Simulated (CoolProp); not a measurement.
Vapour-liquid equilibrium of benzene (1) + ethylbenzene (2) at 1290 kPa; x and y are mole fractions of (1).

Model: multi-fluid Helmholtz-energy mixture model, Thol 2012 and Zhou 2012; pair parameters Bell 2016, in CoolProp.

```csv
x,"bubble temperature, mixture model (°C)","bubble temperature, Raoult's law (°C)","y, mixture model","y, Raoult's law"
0.05,261.1,259.3,0.091,0.131
0.125,254.8,251.1,0.219,0.294
0.2,248.6,243.7,0.336,0.425
0.275,242.5,237.0,0.442,0.533
0.35,236.6,230.8,0.537,0.622
0.425,230.8,225.2,0.622,0.696
0.5,225.1,219.9,0.697,0.758
0.575,219.7,215.1,0.763,0.811
0.65,214.5,210.7,0.821,0.857
0.725,209.5,206.5,0.871,0.896
0.8,204.8,202.6,0.914,0.930
0.875,200.3,199.0,0.951,0.959
0.95,196.0,195.5,0.982,0.985
```

The largest gap from Raoult's law is +5.8 K in bubble temperature, at x = 0.35. No azeotrope shows between x = 0.05 and 0.95.

Pair parameters are fitted to limited data, so mixtures are less certain than the pure fluids.
